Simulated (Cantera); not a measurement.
A closed system holds: 1 mol Si, 1.1 mol Cl₂, 4.2 mol H₂, at 10000 Pa.

Cantera equilibrium calculation (NASA polynomials, part measured and part estimated; ideal gas, pure solids and liquids). Candidate condensed phases: Si; 19 gas species. Equilibrium is a limit: real reactors are often held back by kinetics, nucleation or transport.

Q: What share of the Si ends up in condensed phases as a function of T (K), at 750, 800, 850, 900, 950, 1000, 1050, 1100, 1150, 1200, 1250, 1300, 1350?

A: 
| T (K) | Si condensed (%) | as |
|---|---|---|
| 750 | 41.2 | Si(s) |
| 800 | 41.4 | Si(s) |
| 850 | 41.7 | Si(s) |
| 900 | 42.1 | Si(s) |
| 950 | 42.7 | Si(s) |
| 1000 | 43.4 | Si(s) |
| 1050 | 44.3 | Si(s) |
| 1100 | 45.1 | Si(s) |
| 1150 | 45.9 | Si(s) |
| 1200 | 46.2 | Si(s) |
| 1250 | 45.8 | Si(s) |
| 1300 | 44.7 | Si(s) |
| 1350 | 42.8 | Si(s) |
